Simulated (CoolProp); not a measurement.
Vapour-liquid equilibrium of R22 (1) + R113 (2) at 310.3 K; x and y are mole fractions of (1).

Model: multi-fluid Helmholtz-energy mixture model, Kamei 1995 and Marx 1992; pair parameters Bell 2016, in CoolProp.

```json
[
 {"x": "0.05", "bubble pressure, mixture model (MPa)": "…", "bubble pressure, Raoult's law (MPa)": "0.1387", "y, mixture model": "0.508", "y, Raoult's law": "0.515"},
 {"x": "0.125", "bubble pressure, mixture model (MPa)": "0.2502", "bubble pressure, Raoult's law (MPa)": "0.2406", "y, mixture model": "0.735", "y, Raoult's law": "0.743"},
 {"x": "0.2", "bubble pressure, mixture model (MPa)": "…", "bubble pressure, Raoult's law (MPa)": "0.3425", "y, mixture model": "0.825", "y, Raoult's law": "0.835"},
 {"x": "0.275", "bubble pressure, mixture model (MPa)": "0.4709", "bubble pressure, Raoult's law (MPa)": "0.4444", "y, mixture model": "0.872", "y, Raoult's law": "0.885"},
 {"x": "0.35", "bubble pressure, mixture model (MPa)": "…", "bubble pressure, Raoult's law (MPa)": "0.5464", "y, mixture model": "…", "y, Raoult's law": "0.916"},
 {"x": "0.425", "bubble pressure, mixture model (MPa)": "…", "bubble pressure, Raoult's law (MPa)": "0.6483", "y, mixture model": "…", "y, Raoult's law": "0.937"},
 {"x": "0.5", "bubble pressure, mixture model (MPa)": "0.7742", "bubble pressure, Raoult's law (MPa)": "0.7502", "y, mixture model": "0.936", "y, Raoult's law": "0.953"},
 {"x": "0.575", "bubble pressure, mixture model (MPa)": "0.8666", "bubble pressure, Raoult's law (MPa)": "0.8521", "y, mixture model": "0.948", "y, Raoult's law": "0.965"},
 {"x": "0.65", "bubble pressure, mixture model (MPa)": "…", "bubble pressure, Raoult's law (MPa)": "0.9540", "y, mixture model": "0.958", "y, Raoult's law": "0.974"},
 {"x": "0.725", "bubble pressure, mixture model (MPa)": "1.047", "bubble pressure, Raoult's law (MPa)": "1.056", "y, mixture model": "0.967", "y, Raoult's law": "0.982"},
 {"x": "0.8", "bubble pressure, mixture model (MPa)": "…", "bubble pressure, Raoult's law (MPa)": "1.158", "y, mixture model": "0.975", "y, Raoult's law": "0.988"},
 {"x": "0.875", "bubble pressure, mixture model (MPa)": "1.241", "bubble pressure, Raoult's law (MPa)": "1.260", "y, mixture model": "0.984", "y, Raoult's law": "0.993"},
 {"x": "0.95", "bubble pressure, mixture model (MPa)": "1.350", "bubble pressure, Raoult's law (MPa)": "1.362", "y, mixture model": "0.993", "y, Raoult's law": "0.997"}
]
```

### Question
What belongs in the gaps?

### Answer

- 0.05, bubble pressure, mixture model (MPa): 0.1407
- 0.2, bubble pressure, mixture model (MPa): 0.3613
- 0.35, bubble pressure, mixture model (MPa): 0.5768
- 0.35, y, mixture model: 0.902
- 0.425, bubble pressure, mixture model (MPa): 0.6779
- 0.425, y, mixture model: 0.922
- 0.65, bubble pressure, mixture model (MPa): 0.9570
- 0.8, bubble pressure, mixture model (MPa): 1.141

The largest gap from Raoult's law is +6.0 % in bubble pressure, at x = 0.275. No azeotrope shows between x = 0.05 and 0.95.

Pair parameters are fitted to limited data, so mixtures are less certain than the pure fluids. The gap from Raoult's law changes sign with composition, which may be real or a fault of the pair parameters; it wasn't checked against measurements.
